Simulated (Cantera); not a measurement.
A diamond (100) surface in a fixed gas of H2 with x(CH4) = 0.0062, x(H) = 0.033, at 1223 K, 0.0220 bar; coverages are run to steady state.

Detailed kinetics in Cantera: the Harris–Goodwin 1993 mechanism for the reconstructed diamond (100) surface.

One state of this run: growth (µm/h) = 0.0324; θ c6HH = 0.423; θ c6H* = 0.0411; θ c6*H = 0.502; θ c6** = 0.0345; θ c6HM = 8.33e-6. θ: site fractions in the mechanism's names (c6HH fully hydrogenated, c6H* and c6*H radical sites, c6** diradical, c6HM methylated).

Which value of x(CH3) does it belong to?
A) 0.0011
B) 2e-05
C) 2.7e-06
D) 1e-06

C, 2.7e-06
